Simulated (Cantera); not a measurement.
# Moist CO burnout

An isothermal, constant-pressure homogeneous reactor starts with CO : O₂ : H₂O : N₂ = 0.0011 : 0.062 : 0.0013 : 1 (molar parts), equivalence ratio 0.0089, at 1373 K and 1.80 bar.

Detailed kinetics in Cantera: GRI-Mech 3.0 (53 species, 325 reactions).

```
t (s)         x CO    x O₂    x H₂O     x NO₂       x H      x H₂     x CO₂
--------  --------  ------  -------  --------  --------  --------  --------
6.00e-5    0.00103  0.0582  0.00122    <1e-12  4.49e-12    <1e-12   3.56e-9
0.000160   0.00103  0.0582  0.00122    <1e-12  2.30e-11  1.58e-12   9.93e-9
0.000424   0.00103  0.0582  0.00122    <1e-12  1.41e-10  2.40e-11   3.37e-8
0.00113    0.00103  0.0582  0.00122    <1e-12   1.42e-9  5.17e-10   2.54e-7
0.00300    0.00101  0.0582  0.00122    <1e-12   1.28e-7   6.97e-8   2.00e-5
0.00799   0.000475  0.0579  0.00120  4.03e-10   8.95e-7   8.14e-7  0.000558
0.0212    0.000104  0.0578  0.00121   2.20e-9   1.13e-7   1.81e-7  0.000930
0.0565     1.47e-5  0.0578  0.00122   3.05e-9   9.42e-9   3.06e-8   0.00102
0.150      1.41e-6  0.0578  0.00122   2.02e-9  8.08e-10   5.50e-9   0.00103
0.400      6.42e-8  0.0578  0.00122   1.20e-9  1.36e-10   1.58e-9   0.00103
1.06       2.17e-9  0.0578  0.00122   1.06e-9  8.43e-11   1.13e-9   0.00103
2.83       1.97e-9  0.0578  0.00122   1.07e-9  8.40e-11   1.13e-9   0.00103
7.52       1.97e-9  0.0578  0.00122   1.09e-9  8.40e-11   1.13e-9   0.00103
20.0       1.97e-9  0.0578  0.00122   1.17e-9  8.40e-11   1.13e-9   0.00103
```
x: mole fraction; the columns are a selection and need not sum to one.

Equilibrium at this temperature and pressure: CO 1.97e-9, O₂ 0.0576, H₂O 0.00122, NO₂ 2.04e-6, H 8.40e-11, H₂ 1.13e-9, CO₂ 0.00103 (gas phase only).
